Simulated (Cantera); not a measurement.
# NO annealing gas

A perfectly stirred reactor is fed with 38.5 % NO, 61.5 % N2, at 100000 Pa; it is held at 2123 K, and followed from long to short residence time.

Detailed kinetics in Cantera: GRI-Mech 3.0 (53 species, 325 reactions).

```json
[
 {"τ (s)": "17", "x NO": "0.0191", "x N2O": "6.76e-7", "x N2": "0.798", "x O": "0.000700", "x O2": "0.182", "x NO2": "2.53e-5"},
 {"τ (s)": "5.8", "x NO": "0.0322", "x N2O": "9.64e-7", "x N2": "0.791", "x O": "0.000689", "x O2": "0.176", "x NO2": "4.18e-5"},
 {"τ (s)": "2.0", "x NO": "0.0606", "x N2O": "2.13e-6", "x N2": "0.777", "x O": "0.000662", "x O2": "0.162", "x NO2": "7.55e-5"},
 {"τ (s)": "0.69", "x NO": "0.118", "x N2O": "6.76e-6", "x N2": "0.748", "x O": "0.000604", "x O2": "0.133", "x NO2": "0.000134"},
 {"τ (s)": "0.24", "x NO": "0.208", "x N2O": "2.05e-5", "x N2": "0.703", "x O": "0.000500", "x O2": "0.0878", "x NO2": "0.000194"},
 {"τ (s)": "0.082", "x NO": "0.300", "x N2O": "4.34e-5", "x N2": "0.657", "x O": "0.000364", "x O2": "0.0419", "x NO2": "0.000201"},
 {"τ (s)": "0.028", "x NO": "0.353", "x N2O": "6.13e-5", "x N2": "0.631", "x O": "0.000254", "x O2": "0.0155", "x NO2": "0.000161"},
 {"τ (s)": "0.0097", "x NO": "0.374", "x N2O": "6.88e-5", "x N2": "0.621", "x O": "0.000193", "x O2": "0.00521", "x NO2": "0.000126"},
 {"τ (s)": "0.0034", "x NO": "0.381", "x N2O": "6.95e-5", "x N2": "0.617", "x O": "0.000162", "x O2": "0.00169", "x NO2": "0.000107"},
 {"τ (s)": "0.0012", "x NO": "0.383", "x N2O": "6.46e-5", "x N2": "0.616", "x O": "0.000136", "x O2": "0.000489", "x NO2": "8.95e-5"},
 {"τ (s)": "0.00040", "x NO": "0.384", "x N2O": "5.13e-5", "x N2": "0.616", "x O": "9.50e-5", "x O2": "9.26e-5", "x NO2": "6.12e-5"}
]
```
x: mole fraction; the columns are a selection and need not sum to one.
